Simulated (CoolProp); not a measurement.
The numbers come from the reference Helmholtz-energy equation of state, Zhou 2011 in CoolProp.

Task: For dimethyl carbonate, give the phase and the density (kg/m³), isothermal compressibility (1/MPa), fugacity coefficient at 398.7 K and 0.591 MPa.

Result: 
- 398.7 K and 0.591 MPa: liquid; density 922, isothermal compressibility 0.00223, fugacity coefficient 0.449
